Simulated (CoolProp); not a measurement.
Saturated liquid density (kg/m³) of ammonia: the reference equation beside estimates from Tc = 405.6 K, pc = 11360 kPa, ω = 0.256. Rackett uses Z = 0.29056 − 0.08775 ω.

The numbers come from the reference Helmholtz-energy equation of state, Gao 2020 in CoolProp.

| T (K) | reference | Rackett | Redlich-Kwong | Soave-Redlich-Kwong |
|---|---|---|---|---|
| 271.2 | 641.3 | 559.0 | 490.3 | 508.7 |
| 276.1 | 634.6 | 553.4 | 484.5 | 503.2 |
| 281 | 627.8 | 547.7 | 478.5 | 497.6 |
| 285.8 | 621.0 | 542.0 | 472.5 | 492.0 |
| 290.7 | 614.0 | 536.0 | 466.3 | 486.0 |
| 295.5 | 606.9 | 530.1 | 460.0 | 479.9 |
| 300.4 | 599.6 | 523.9 | 453.3 | 473.6 |
| 305.2 | 592.2 | 517.7 | 446.7 | 467.1 |
| 310.1 | 584.5 | 511.3 | 439.7 | 460.2 |
| 315 | 576.6 | 504.7 | 432.5 | 453.1 |
| 319.8 | 568.7 | 498.0 | 425.2 | 445.9 |
| 324.7 | 560.3 | 491.1 | 417.6 | 438.3 |
| 329.5 | 551.9 | 484.0 | 409.8 | 430.4 |
| 334.4 | 543.0 | 476.7 | 401.6 | 422.1 |
| 339.3 | 533.8 | 469.0 | 393.1 | 413.5 |

Absolute difference from the reference over all 15 rows, mean and median: Rackett 12.5 and 12.6 %, Redlich-Kwong 24.7 and 24.6 %, Soave-Redlich-Kwong 21.3 and 21.1 %.
